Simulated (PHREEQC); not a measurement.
A solution holds 2.3 mol KCl, 0.033 mol K2SO4 and 0.0018 mol H4SiO4 per kg of water, at 20 °C. Closed to the air; pH follows from the charge balance.

Model: Pitzer model, pitzer.dat, run in PHREEQC.

```tsv
quantity	before	after
pH	6.13	5.99
H3SiO4- (mol/kgw)	8.25e-7	1.58e-6
SI of Arcanite (K2SO4)	-0.75	-1.03
```

Which change was made?
A. KCl from 2.3 to 0.23 mol/kgw
B. K2SO4 from 0.033 to 0.0066 mol/kgw
C. temperature from 20 to 50 °C
D. diluted 5-fold with water
E. KCl replaced by KBr at the same molality

C, temperature from 20 to 50 °C

Precipitation was switched off in this run. In brines, pH and single-ion activities rest on the MacInnes convention. At this temperature some constants are extrapolated from 25 °C, and those without enthalpy data are left unchanged.
